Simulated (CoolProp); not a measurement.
The numbers come from the reference Helmholtz-energy equation of state, Setzmann 1991 in CoolProp.

### Question
Give the vapour pressure (bar), liquid cp (kJ/(kg K)), surface tension (mN/m) of saturated methane at -162.95, -118.65 °C.

### Answer
| T (°C) | p (bar) | liquid cp (kJ/(kg K)) | surface tension (mN/m) |
|---|---|---|---|
| -162.95 | 0.896 | 3.47 | 13.2 |
| -118.65 | 12.7 | 4.20 | 5.01 |

Surface tension comes from a separate correlation (Mulero 2012).
